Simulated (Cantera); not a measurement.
An adiabatic, constant-volume homogeneous reactor starts with 12.0 % CH4, 13.3 % O2, 74.7 % N2, equivalence ratio 1.8, at 1150 K and 12800 Torr.

Cantera simulation using GRI-Mech 3.0 (53 species, 325 reactions); the numbers are that mechanism's predictions, not measurements. The pressure lies above the range GRI-Mech 3.0 was tuned for (to about 10 atm).

Q: Predict: time of steepest temperature rise; temperature at 3.00 s; equilibrium temperature; x(CH4) at 3.00 s; x(O2) at 3.00 s; x(CH2O) at 3.00 s; x(OH) at 3.00 s.

A: 
- time of steepest temperature rise = 8.73 ms
- temperature at 3.00 s = 2416 K
- equilibrium temperature = 2416 K
- x(CH4) at 3.00 s = 6.03e-9 (gas-phase equilibrium 6.67e-9)
- x(O2) at 3.00 s = 4.98e-7 (gas-phase equilibrium 4.98e-7)
- x(CH2O) at 3.00 s = 1.47e-7 (gas-phase equilibrium 1.47e-7)
- x(OH) at 3.00 s = 0.000185 (gas-phase equilibrium 0.000185)
